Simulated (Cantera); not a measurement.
# Adiabatic ignition

An adiabatic, constant-volume homogeneous reactor starts with CH4 : CO : O2 : N2 : H2O = 1 : 0.58 : 3.58 : 13.5 : 0.83 (molar parts), at 1698 K and 188 Torr.

Cantera simulation using GRI-Mech 3.0 (53 species, 325 reactions); the numbers are that mechanism's predictions, not measurements.

```
t (s)     T (K)  P (bar)   x CH4    x CO    x O2    x CH2O     x HO2     x CH2
--------  -----  -------  ------  ------  ------  --------  --------  --------
2.00e-6    1698    0.250  0.0513  0.0298   0.184   1.64e-9   1.65e-7    <1e-12
4.55e-6    1698    0.250  0.0513  0.0298   0.184   1.09e-8   3.69e-7  2.71e-12
1.04e-5    1698    0.250  0.0513  0.0298   0.184   7.31e-8   8.06e-7  1.38e-11
2.36e-5    1698    0.250  0.0513  0.0298   0.184   4.68e-7   1.68e-6  5.36e-11
5.37e-5    1698    0.250  0.0513  0.0298   0.184   2.90e-6   3.17e-6  2.38e-10
0.000122   1698    0.250  0.0512  0.0298   0.184   1.85e-5   5.28e-6   1.43e-9
0.000278   1698    0.250  0.0508  0.0297   0.183  0.000136   1.04e-5   1.65e-8
0.000632   1771    0.262  0.0376  0.0337   0.173   0.00223  0.000211   6.98e-6
0.00144    2597    0.392  <1e-12  0.0279  0.0716  3.31e-11   6.36e-6    <1e-12
0.00328    2654    0.399  <1e-12  0.0259  0.0694  3.58e-11   7.83e-6    <1e-12
0.00746    2649    0.398  <1e-12  0.0258  0.0668  3.54e-11   7.54e-6    <1e-12
0.0170     2645    0.397  <1e-12  0.0257  0.0651  3.52e-11   7.34e-6    <1e-12
0.0386     2645    0.397  <1e-12  0.0257  0.0648  3.52e-11   7.31e-6    <1e-12
0.0879     2645    0.397  <1e-12  0.0257  0.0648  3.52e-11   7.31e-6    <1e-12
0.200      2645    0.397  <1e-12  0.0257  0.0648  3.52e-11   7.31e-6    <1e-12
```
x: mole fraction; the columns are a selection and need not sum to one.

- time of steepest temperature rise: 0.693 ms
- temperature at 0.200 s: 2645 K
- equilibrium temperature: 2645 K
- x(CH4) at 0.200 s: <1e-12 (gas-phase equilibrium <1e-12)
- x(CO) at 0.200 s: 0.0257 (gas-phase equilibrium 0.0257)
- x(O2) at 0.200 s: 0.0648 (gas-phase equilibrium 0.0648)
